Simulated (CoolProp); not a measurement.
Saturated liquid density (kg/m³) of C3F8 (R218): the reference equation beside estimates from Tc = 345.0 K, pc = 2.640 MPa, ω = 0.317. Rackett uses Z = 0.29056 − 0.08775 ω.

Model: reference Helmholtz-energy equation of state, Lemmon 2006, in CoolProp. It is a short technical equation, of lower accuracy than the large ones.

```tsv
T (K)	reference	Rackett	Redlich-Kwong	Soave-Redlich-Kwong	Peng-Robinson
245.5	1575	1681	1414	1489	1686
251.9	1549	1652	1384	1461	1655
258.2	1522	1622	1354	1431	1622
264.5	1494	1591	1322	1400	1588
270.8	1466	1559	1289	1367	1551
277.1	1436	1526	1254	1332	1512
283.4	1404	1491	1217	1295	1470
289.7	1371	1455	1179	1255	1424
296	1336	1416	1138	1212	1376
302.4	1298	1374	1093	1165	1322
308.7	1257	1330	1046	1114	1263
315	1212	1281	994.9	1059	1198
```

Absolute difference from the reference over all 12 rows, mean and median: Rackett 6.2 and 6.2 %, Redlich-Kwong 13.4 and 13.0 %, Soave-Redlich-Kwong 8.1 and 7.5 %, Peng-Robinson 4.4 and 5.0 %.
